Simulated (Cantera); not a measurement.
A Cantera script and its output.

```python
import numpy as np
import cantera as ct

gas = ct.Solution("gri30.yaml")
gas.TPX = 1525, 550000, {'CH4': 1, 'CO': 0.45, 'O2': 1.06, 'N2': 10.2, 'H2O': 0.021}
reactor = ct.IdealGasConstPressureReactor(gas, energy="on", clone=False)
net = ct.ReactorNet([reactor])
net.rtol, net.atol = 1e-08, 1e-16
show = ['CH4', 'CO', 'O2', 'NO2', 'OH', 'HO2']
times = np.geomspace(2e-06, 7, 13)

steps = ct.SolutionArray(gas, extra=["t"])
rows = []
print(f"{'t/s':>10s}{'T/K':>9s}{'P/Pa':>11s}" + "".join(f"{s:>11s}" for s in show))
for t in times:
    while net.time < t:
        t_next = net.step()
        steps.append(gas.state, t=t_next)
    rows.append([np.interp(t, steps.t, y) for y in (steps.T, steps.P, *steps(*show).X.T)])
    print(f"{t:10.3e}{rows[-1][0]:9.1f}{rows[-1][1]:11.4g}" + "".join(f"{x:11.3e}" for x in rows[-1][2:]))
rate = np.gradient(steps.T, steps.t)
print("integrator steps:", len(steps.t))
if steps.T.max() > steps.T[0] + 200:
    print(f"time of steepest temperature rise: {steps.t[rate.argmax()]:.4e} s")
gas.TPX = 1525, 550000, {'CH4': 1, 'CO': 0.45, 'O2': 1.06, 'N2': 10.2, 'H2O': 0.021}
gas.equilibrate("HP")
print(f"equilibrium (HP): T = {gas.T:.1f} K  " + "  ".join(f"{s} {gas[s].X[0]:.3e}" for s in show))
```

Output:

```
       t/s      T/K       P/Pa        CH4         CO         O2        NO2         OH        HO2
 2.000e-06   1525.0    5.5e+05  7.855e-02  3.535e-02  8.326e-02  3.625e-20  1.191e-08  3.564e-07
 7.021e-06   1525.0    5.5e+05  7.854e-02  3.535e-02  8.326e-02  1.539e-18  2.387e-08  9.040e-07
 2.464e-05   1525.0    5.5e+05  7.852e-02  3.534e-02  8.325e-02  5.103e-17  5.526e-08  1.344e-06
 8.651e-05   1525.4    5.5e+05  7.834e-02  3.533e-02  8.316e-02  1.858e-15  1.395e-07  1.867e-06
 3.037e-04   1530.4    5.5e+05  7.703e-02  3.538e-02  8.244e-02  1.308e-13  3.617e-07  5.647e-06
 1.066e-03   2156.1    5.5e+05  1.788e-03  7.906e-02  1.450e-05  1.929e-11  7.817e-05  4.182e-09
 3.742e-03   2142.1    5.5e+05  2.781e-04  8.931e-02  8.367e-08  7.187e-11  5.358e-05  9.793e-11
 1.313e-02   2139.6    5.5e+05  6.807e-08  9.072e-02  8.074e-08  9.955e-11  5.209e-05  9.356e-11
 4.610e-02   2139.8    5.5e+05  3.899e-10  9.072e-02  8.116e-08  4.109e-11  5.224e-05  9.405e-11
 1.618e-01   2139.9    5.5e+05  3.718e-10  9.072e-02  8.129e-08  1.691e-11  5.228e-05  9.420e-11
 5.681e-01   2140.0    5.5e+05  3.704e-10  9.072e-02  8.131e-08  1.348e-11  5.229e-05  9.423e-11
 1.994e+00   2140.0    5.5e+05  3.704e-10  9.072e-02  8.131e-08  1.347e-11  5.229e-05  9.423e-11
 7.000e+00   2140.0    5.5e+05  3.704e-10  9.072e-02  8.131e-08  1.347e-11  5.229e-05  9.423e-11
integrator steps: 2139
time of steepest temperature rise: 9.5321e-04 s
equilibrium (HP): T = 2140.0 K  CH4 4.171e-10  CO 9.072e-02  O2 8.131e-08  NO2 1.347e-11  OH 5.229e-05  HO2 9.423e-11
```

Cantera simulation using GRI-Mech 3.0 (53 species, 325 reactions); the numbers are that mechanism's predictions, not measurements.
